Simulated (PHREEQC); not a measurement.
A solution holds 0.0043 mol/kgw (NH4)2HPO4, at 15 °C. Closed to the air; pH follows from the charge balance.

Model: ion-association model, wateq4f.dat, run in PHREEQC.

Each row changes one thing in this solution. Precipitation was switched off in this run.

| case | pH | ionic strength (mol/kgw) | NH4+ (mol/kgw) | NH3 (mol/kgw) |
|---|---|---|---|---|
| as made | 8.19 | 0.0123 | 0.00829 | 0.000315 |
| diluted 10-fold with water | 8.21 | 0.00122 | … | 3.57e-5 |
| temperature from 15 to 50 °C | 7.62 | 0.0112 | … | 0.000837 |
| 0.00031 mol/kgw Na2S added | 8.41 | 0.0128 | … | … |
| diluted 5-fold with water | 8.21 | 0.00244 | 0.00165 | 6.98e-5 |
| (NH4)2HPO4 from 0.0043 to 0.0086 mol/kgw | … | 0.0246 | 0.0166 | 0.000589 |
| (NH4)2HPO4 replaced by (NH4)2SO4 at the same molality | 5.91 | 0.0123 | 0.00832 | 1.65e-6 |

Q: Some entries are withheld; supply them.

A: 
- diluted 10-fold with water, NH4+ (mol/kgw): 0.000824
- temperature from 15 to 50 °C, NH4+ (mol/kgw): 0.00776
- 0.00031 mol/kgw Na2S added, NH4+ (mol/kgw): 0.00809
- 0.00031 mol/kgw Na2S added, NH3 (mol/kgw): 0.000514
- (NH4)2HPO4 from 0.0043 to 0.0086 mol/kgw, pH: 8.18

H3PO4, which wateq4f.dat lacks, is added to it with the constant of phreeqc.dat. Away from 25 °C the constants follow the database's enthalpies or fits; those with neither stay at their 25 °C values. The polysulfide entries of wateq4f.dat were taken out for this run.
